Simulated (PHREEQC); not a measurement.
Solution (25 °C): 0.0016 mol AgNO3, 0.26 mol NaNO3 and 0.26 mol Cu(NO3)2 per kg of water. Closed to the air; pH follows from the charge balance.

The numbers come from PHREEQC with the ion-association model, wateq4f.dat.

- pH: 4.11
- ionic strength: 1.04 mol/kgw
- activity of water: 0.978

```csv
species,molality,activity,log γ
NO3-,0.781,0.430,-0.259
Na+,0.260,0.186,-0.144
Cu+2,0.260,0.0529,-0.691
Ag+,0.00141,0.00112,-0.098
AgNO3,0.000195,0.000247,0.104
H+,0.000106,7.83e-5,-0.130
Cu2(OH)2+2,4.72e-5,1.91e-5,-0.393
CuOH+,1.10e-5,6.60e-6,-0.222
Cu(OH)2,1.35e-7,1.72e-7,0.104
```

No solid was allowed to form. Examples of supersaturated solids here: Cu2(OH)3NO3. Others may be too. Ionic strength above about 0.7 mol/kgw puts this run outside the model's range.
